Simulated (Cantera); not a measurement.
Input: 1 mol Si, 1.6 mol Cl2, 7.9 mol H2, equilibrated at 573.15 K and 6.30 bar.

These are equilibrium values from Cantera (NASA tables, ideal gas, pure condensed phases), not measurements of a reactor. Candidate condensed phases: Si; 19 gas species. Rates play no part.

Problem. What is the equilibrium state?

Solution. 
```json
{
 "x(H2)": "0.890",
 "x(SiHCl3)": "0.0598",
 "x(SiCl4)": "0.0469",
 "x(SiH2Cl2)": "0.00350",
 "x(SiH3Cl)": "3.88e-5",
 "x(HCl)": "9.87e-6",
 "n(Si(s))": "0.0568 mol",
 "gas_amount": "8.557 mol"
}
```
